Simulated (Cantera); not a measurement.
Input (Python, Cantera):

```python
import numpy as np
import cantera as ct

gas = ct.Solution("SiF4_NH3_mec.yaml", "gas")
gas.TPX = 2100, 101325, {'NH3': 1, 'N2': 0.41}
inlet = ct.Reservoir(gas, clone=True)

reactor = ct.IdealGasConstPressureReactor(gas, energy="off", clone=False)
exhaust = ct.Reservoir(gas, clone=True)
tau = [23, 5, 1.1, 0.23, 0.05, 0.011, 0.0023, 0.00049, 0.00011][0]
for a, b in ((inlet, reactor), (reactor, exhaust)):
    ct.MassFlowController(a, b, mdot=lambda t: reactor.mass / tau)
net = ct.ReactorNet([reactor])
show = ['NH3', 'N', 'H', 'H2', 'N2H2', 'N2H4', 'NH2']

rows = []
print(f"{'tau/s':>10s}{'T/K':>9s}" + "".join(f"{s:>11s}" for s in show))
for tau in [23, 5, 1.1, 0.23, 0.05, 0.011, 0.0023, 0.00049, 0.00011]:
    net.initial_time = 0.0
    net.advance(30 * tau)
    before = gas.X
    net.advance(40 * tau)
    drift = np.max(np.abs(gas.X - before) / (gas.X + 1e-9))
    rows.append([gas.T, *gas[show].X, drift])
    print(f"{tau:10.3e}{gas.T:9.1f}" + "".join(f"{x:11.3e}" for x in gas[show].X))
```

Output:

```
     tau/s      T/K        NH3          N          H         H2       N2H2       N2H4        NH2
 2.300e+01   2100.0  1.150e-03  4.415e-07  2.387e-03  6.195e-01  1.466e-09  3.838e-11  1.333e-05
 5.000e+00   2100.0  2.796e-03  8.487e-07  2.206e-03  6.181e-01  6.987e-09  1.944e-10  3.000e-05
 1.100e+00   2100.0  8.531e-03  1.307e-06  1.748e-03  6.134e-01  3.483e-08  1.154e-09  7.307e-05
 2.300e-01   2100.0  3.358e-02  1.571e-06  1.145e-03  5.919e-01  1.853e-07  8.248e-09  1.952e-04
 5.000e-02   2100.0  1.226e-01  1.637e-06  6.692e-04  5.139e-01  8.525e-07  4.976e-08  4.793e-04
 1.100e-02   2100.0  3.358e-01  1.463e-06  3.132e-04  3.268e-01  2.942e-06  2.008e-07  9.628e-04
 2.300e-03   2100.0  5.730e-01  9.247e-07  1.023e-04  1.184e-01  6.129e-06  4.604e-07  1.458e-03
 4.900e-04   2100.0  6.752e-01  2.963e-07  2.698e-05  2.862e-02  7.476e-06  6.636e-07  1.750e-03
 1.100e-04   2100.0  7.017e-01  6.043e-08  6.304e-06  5.477e-03  5.772e-06  5.804e-07  1.637e-03
```

Computed with Cantera and the gas-phase N/H chemistry of the illustrative SiF4/NH3 mechanism in the Surface Chemkin manual (1991). Walls and surfaces, which speed up NH3 decomposition in real reactors, are not modelled.
